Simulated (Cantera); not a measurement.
## Diamond growth

A diamond (100) surface in a fixed gas of H2 with x(CH4) = 0.011, x(H) = 0.05, x(CH3) = 0.0016, at 925 K; coverages are run to steady state.

Cantera simulation using the Harris–Goodwin 1993 mechanism for the reconstructed diamond (100) surface; the numbers are that mechanism's predictions, not measurements.

| P (Pa) | growth (µm/h) | θ c6HH | θ c6H* | θ c6*H | θ c6** | θ c6HM |
|---|---|---|---|---|---|---|
| 750 | 4.21 | 0.648 | 0.0119 | 0.305 | 0.00529 | 0.0234 |
| 1200 | 6.75 | 0.648 | 0.0120 | 0.305 | 0.00529 | 0.0234 |
| 2000 | 11.3 | 0.648 | 0.0120 | 0.305 | 0.00530 | 0.0234 |
| 3200 | 18.0 | 0.648 | 0.0122 | 0.305 | 0.00531 | 0.0234 |
| 5200 | 29.4 | 0.648 | 0.0123 | 0.305 | 0.00533 | 0.0234 |
| 8500 | 48.1 | 0.648 | 0.0126 | 0.304 | 0.00536 | 0.0235 |
| 14000 | 79.5 | 0.648 | 0.0132 | 0.304 | 0.00542 | 0.0235 |
| 22000 | 126 | 0.647 | 0.0139 | 0.303 | 0.00550 | 0.0236 |
θ: site fractions in the mechanism's names (c6HH fully hydrogenated, c6H* and c6*H radical sites, c6** diradical, c6HM methylated).
